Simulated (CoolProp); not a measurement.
1,2-dichloroethane along the isobar 7770 kPa: Z from the reference equation and from simpler models built on Tc = 561.6 K, pc = 5226 kPa, ω = 0.269; each cubic takes its own stable root.

Computed with CoolProp (reference Helmholtz-energy equation of state, Thol 2015).

| T (K) | phase | reference |
|---|---|---|
| 439.7 | liquid | 0.2041 |
| 443.8 | liquid | 0.2037 |
| 447.8 | liquid | 0.2034 |
| 451.8 | liquid | 0.2031 |
| 455.8 | liquid | 0.2028 |
| 459.8 | liquid | 0.2026 |
| 463.8 | liquid | 0.2025 |
| 467.9 | liquid | 0.2024 |
| 471.9 | liquid | 0.2024 |
| 475.9 | liquid | 0.2024 |
| 479.9 | liquid | 0.2025 |
| 483.9 | liquid | 0.2026 |
| 487.9 | liquid | 0.2028 |
| 492 | liquid | 0.2031 |
| 496 | liquid | 0.2034 |
| 500 | liquid | 0.2038 |

Problem. How far does each simpler model (van der Waals, Redlich-Kwong, Soave-Redlich-Kwong, Peng-Robinson) lie from the reference over these 16 states: mean and median of the absolute difference, and the worst?

Solution. 
- van der Waals: mean 63.6 %, median 63.6 %, worst +65.4 % at 439.7 K and 7770 kPa
- Redlich-Kwong: mean 19.7 %, median 19.6 %, worst +21.1 % at 500 K and 7770 kPa
- Soave-Redlich-Kwong: mean 15.2 %, median 15.1 %, worst +16.8 % at 500 K and 7770 kPa
- Peng-Robinson: mean 2.1 %, median 1.9 %, worst +3.6 % at 500 K and 7770 kPa
